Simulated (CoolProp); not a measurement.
Cyclohexane at several states: density (kg/m³) from the reference equation and from simpler models built on Tc = 280.5 °C, pc = 4.081 MPa, ω = 0.209; each cubic takes its own stable root.

Model: reference Helmholtz-energy equation of state, Zhou 2014, in CoolProp.

```tsv
T (°C)	p (MPa)	phase	reference	van der Waals	Soave-Redlich-Kwong
44.55	0.0134	gas	0.4299	0.4284	0.4293
214.05	0.0441	gas	0.9213	0.9202	0.9213
17.75	1.14	liquid	(withheld)	(withheld)	727.9
195.65	6.15	liquid	(withheld)	396.9	(withheld)
```

Problem. Some entries are withheld; supply them.

Solution. 
- 17.75, reference: 781.6
- 17.75, van der Waals: 484.1
- 195.65, reference: 603.9
- 195.65, Soave-Redlich-Kwong: 556.6
